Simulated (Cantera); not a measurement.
# C2H6 + H2 + H2O (carbon deposition, reforming and gasification)

Feed: 1 mol C2H6, 6.8 mol H2, 0.71 mol H2O, at 0.338 Torr.

Method: chemical equilibrium by Gibbs-energy minimisation in Cantera with the NASA 1993 tables (ideal gas, pure condensed phases). Candidate condensed phases: C, C6H6, C7H8, C8H18, H2O; 110 gas species. Kinetics and transport are ignored.

From 1025 K to 2425 K the condensed part is C(graphite). The main C-bearing gas is CO throughout.

```tsv
T (K)	x H2	x H	x CO	x C2H2 (acetylene)	x C3	x C2H	x C	x C2	n C(graphite)
1025	0.937	1.99e-7	0.0633	2.07e-9	<1e-12	<1e-12	<1e-12	<1e-12	1.29
1225	0.937	1.42e-5	0.0633	1.52e-7	<1e-12	<1e-12	<1e-12	<1e-12	1.29
1425	0.936	0.000311	0.0633	3.30e-6	<1e-12	1.27e-12	<1e-12	<1e-12	1.29
1625	0.934	0.00321	0.0632	3.32e-5	<1e-12	4.39e-10	3.21e-12	<1e-12	1.29
1825	0.917	0.0199	0.0627	0.000197	5.41e-10	4.15e-8	1.08e-9	4.47e-11	1.29
2025	0.855	0.0839	0.0606	0.000773	1.13e-7	1.55e-6	1.15e-7	9.60e-9	1.27
2225	0.689	0.253	0.0553	0.00202	8.86e-6	2.76e-5	5.27e-6	7.76e-7	1.24
2425	0.410	0.540	0.0462	0.00320	0.000331	0.000257	0.000128	3.01e-5	1.16
```
x: gas mole fraction; n: condensed amount in mol.
